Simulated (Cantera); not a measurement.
Feed: 1 mol Nb2O5, 2.5 mol H2, held at 1675 K and 2030 Torr.

Equilibrium computed with Cantera from the NASA thermochemical tables; the gas is ideal and each condensed phase is pure. Candidate condensed phases: H2O, Nb, NbO, NbO2, Nb2O5; 12 gas species. Mutual solubility and eutectic melting of coexisting phases are not modelled. Condensed phases not in the tables: the oxides between NbO2 and Nb2O5. The numbers say what is thermodynamically allowed, not how fast it happens.

What is the equilibrium state?


```
Item                                 Result
--------------------------------  ---------
x(H2)                                 0.851
x(H2O)                                0.149
x(H)                                6.52e-5
n(NbO2(s))                        0.746 mol
n(Nb2O5(s))                       0.627 mol
gas amount                        2.500 mol
log10 activity of Nb(s) (absent)      -4.56
```
